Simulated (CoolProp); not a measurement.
Vapour-liquid equilibrium of toluene (1) + n-dodecane (2) at 474 kPa; x and y are mole fractions of (1).

Values from CoolProp's multi-fluid Helmholtz-energy mixture model, Lemmon 2006 and Lemmon 2004; pair parameters Bell 2016.

**Question.** Give the bubble temperature and the first vapour's composition at x = 0.65, 0.875, 0.95. Is there an azeotrope?

**Answer.** x = 0.65: 199.4 °C, y = 0.941; x = 0.875: 182.8 °C, y = 0.986; x = 0.95: 178.3 °C, y = 0.995. No azeotrope shows between x = 0.05 and 0.95.

Pair parameters are fitted to limited data, so mixtures are less certain than the pure fluids.
